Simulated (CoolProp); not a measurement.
Vapour-liquid equilibrium of carbon dioxide (1) + propylene (2) at -16.55 °C; x and y are mole fractions of (1).

Model: multi-fluid Helmholtz-energy mixture model, Span 1996 and Lemmon 2013; pair parameters Bell 2016, in CoolProp.

```json
[
 {"x": "0.05", "bubble pressure (MPa)": "0.4988", "y at the bubble point": "0.318", "dew pressure at overall composition x (MPa)": "0.3623", "liquid density (mol/L)": "13.81"},
 {"x": "0.125", "bubble pressure (MPa)": "0.7150", "y at the bubble point": "0.539", "dew pressure at overall composition x (MPa)": "0.3926", "liquid density (mol/L)": "14.24"},
 {"x": "0.2", "bubble pressure (MPa)": "0.9098", "y at the bubble point": "0.651", "dew pressure at overall composition x (MPa)": "0.4282", "liquid density (mol/L)": "14.70"},
 {"x": "0.275", "bubble pressure (MPa)": "1.083", "y at the bubble point": "0.719", "dew pressure at overall composition x (MPa)": "0.4705", "liquid density (mol/L)": "15.18"},
 {"x": "0.35", "bubble pressure (MPa)": "1.235", "y at the bubble point": "0.765", "dew pressure at overall composition x (MPa)": "0.5216", "liquid density (mol/L)": "15.69"},
 {"x": "0.425", "bubble pressure (MPa)": "1.369", "y at the bubble point": "0.800", "dew pressure at overall composition x (MPa)": "0.5848", "liquid density (mol/L)": "16.24"},
 {"x": "0.5", "bubble pressure (MPa)": "1.490", "y at the bubble point": "0.828", "dew pressure at overall composition x (MPa)": "0.6646", "liquid density (mol/L)": "16.83"},
 {"x": "0.575", "bubble pressure (MPa)": "1.600", "y at the bubble point": "0.852", "dew pressure at overall composition x (MPa)": "0.7682", "liquid density (mol/L)": "17.48"},
 {"x": "0.65", "bubble pressure (MPa)": "1.704", "y at the bubble point": "0.874", "dew pressure at overall composition x (MPa)": "0.9074", "liquid density (mol/L)": "18.20"},
 {"x": "0.725", "bubble pressure (MPa)": "1.805", "y at the bubble point": "0.896", "dew pressure at overall composition x (MPa)": "1.100", "liquid density (mol/L)": "19.00"},
 {"x": "0.8", "bubble pressure (MPa)": "1.906", "y at the bubble point": "0.920", "dew pressure at overall composition x (MPa)": "1.370", "liquid density (mol/L)": "19.91"},
 {"x": "0.875", "bubble pressure (MPa)": "2.009", "y at the bubble point": "0.946", "dew pressure at overall composition x (MPa)": "1.709", "liquid density (mol/L)": "20.96"},
 {"x": "0.95", "bubble pressure (MPa)": "2.115", "y at the bubble point": "0.976", "dew pressure at overall composition x (MPa)": "2.025", "liquid density (mol/L)": "22.16"}
]
```

No azeotrope shows between x = 0.05 and 0.95.

Pair parameters are fitted to limited data, so mixtures are less certain than the pure fluids.
